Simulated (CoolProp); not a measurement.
Vapour-liquid equilibrium of R13 (1) + R11 (2) at -27.25 °C; x and y are mole fractions of (1).

Model: multi-fluid Helmholtz-energy mixture model, Platzer 1990 and Jacobsen 1992; pair parameters Bell 2016, in CoolProp. This equation is an older, rougher fit; its heat capacities, sound speeds and derivatives of the liquid may be far off and weren't checked against measurements.

```json
[
 {"x": "0.05", "bubble pressure, mixture model (bar)": "(withheld)", "bubble pressure, Raoult's law (bar)": "0.5604", "y, mixture model": "0.877", "y, Raoult's law": "0.818"},
 {"x": "0.125", "bubble pressure, mixture model (bar)": "(withheld)", "bubble pressure, Raoult's law (bar)": "1.240", "y, mixture model": "0.945", "y, Raoult's law": "0.924"},
 {"x": "0.2", "bubble pressure, mixture model (bar)": "2.761", "bubble pressure, Raoult's law (bar)": "1.920", "y, mixture model": "0.964", "y, Raoult's law": "0.955"},
 {"x": "0.275", "bubble pressure, mixture model (bar)": "3.540", "bubble pressure, Raoult's law (bar)": "2.600", "y, mixture model": "0.973", "y, Raoult's law": "0.970"},
 {"x": "0.35", "bubble pressure, mixture model (bar)": "4.226", "bubble pressure, Raoult's law (bar)": "3.280", "y, mixture model": "0.978", "y, Raoult's law": "0.979"},
 {"x": "0.425", "bubble pressure, mixture model (bar)": "4.834", "bubble pressure, Raoult's law (bar)": "3.960", "y, mixture model": "0.982", "y, Raoult's law": "0.984"},
 {"x": "0.5", "bubble pressure, mixture model (bar)": "5.383", "bubble pressure, Raoult's law (bar)": "4.640", "y, mixture model": "0.984", "y, Raoult's law": "0.988"},
 {"x": "0.575", "bubble pressure, mixture model (bar)": "5.893", "bubble pressure, Raoult's law (bar)": "5.320", "y, mixture model": "0.987", "y, Raoult's law": "0.991"},
 {"x": "0.65", "bubble pressure, mixture model (bar)": "6.384", "bubble pressure, Raoult's law (bar)": "6.000", "y, mixture model": "0.989", "y, Raoult's law": "0.994"},
 {"x": "0.725", "bubble pressure, mixture model (bar)": "6.878", "bubble pressure, Raoult's law (bar)": "6.680", "y, mixture model": "0.991", "y, Raoult's law": "0.996"},
 {"x": "0.8", "bubble pressure, mixture model (bar)": "(withheld)", "bubble pressure, Raoult's law (bar)": "7.359", "y, mixture model": "0.993", "y, Raoult's law": "0.997"},
 {"x": "0.875", "bubble pressure, mixture model (bar)": "(withheld)", "bubble pressure, Raoult's law (bar)": "8.039", "y, mixture model": "(withheld)", "y, Raoult's law": "0.998"},
 {"x": "0.95", "bubble pressure, mixture model (bar)": "(withheld)", "bubble pressure, Raoult's law (bar)": "8.719", "y, mixture model": "0.998", "y, Raoult's law": "0.999"}
]
```

Question: Fill in the missing entries.

Answer: 
- 0.05, bubble pressure, mixture model (bar): 0.8565
- 0.125, bubble pressure, mixture model (bar): 1.870
- 0.8, bubble pressure, mixture model (bar): 7.400
- 0.875, bubble pressure, mixture model (bar): 7.978
- 0.875, y, mixture model: 0.995
- 0.95, bubble pressure, mixture model (bar): 8.649

The largest gap from Raoult's law is +52.8 % in bubble pressure, at x = 0.05. No azeotrope shows between x = 0.05 and 0.95.

Pair parameters are fitted to limited data, so mixtures are less certain than the pure fluids. The gap from Raoult's law changes sign with composition, which may be real or a fault of the pair parameters; it wasn't checked against measurements. With so large a gap from Raoult's law the liquid may split in two, which this calculation doesn't test in full.
